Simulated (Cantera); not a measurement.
**N2O furnace oxynitridation**

An isothermal, constant-pressure homogeneous reactor starts with 18.4 % N2O, 0.863 % H2, 80.8 % N2, at 1600 K and 1.01 bar.

Model: GRI-Mech 3.0 (53 species, 325 reactions), integrated in Cantera. GRI-Mech 3.0 was tuned for natural gas; its chemistry of N2O as a main component is partial and can be far from experiment. The temperature is held fixed by assumption; the heat of reaction is taken as removed at once.

```csv
t (s),x N2O,x H2,x HO2,x H2O2,x N2,x H
5.00e-5,0.179,0.00553,7.05e-6,3.98e-8,0.811,5.85e-5
0.000150,0.171,0.00110,7.49e-6,4.19e-8,0.817,1.50e-5
0.000452,0.161,3.29e-5,4.96e-6,2.32e-8,0.822,2.01e-6
0.00136,0.135,3.02e-6,2.96e-6,1.85e-8,0.833,1.79e-6
0.00408,0.0831,3.06e-6,1.33e-6,1.49e-8,0.856,1.90e-6
0.0123,0.0230,2.75e-6,4.80e-7,9.86e-9,0.884,1.43e-6
0.0368,0.00141,6.73e-7,1.35e-7,2.46e-9,0.895,1.55e-7
0.111,2.02e-6,2.09e-7,4.42e-8,7.27e-10,0.895,2.50e-8
0.333,4.37e-7,2.08e-7,4.40e-8,7.24e-10,0.895,2.48e-8
1.00,4.36e-7,2.08e-7,4.40e-8,7.24e-10,0.895,2.48e-8
```
x: mole fraction; the columns are a selection and need not sum to one.

Equilibrium at this temperature and pressure: N2O 8.32e-8, H2 1.86e-7, HO2 5.18e-8, H2O2 8.06e-10, N2 0.911, H 2.35e-8 (gas phase only).
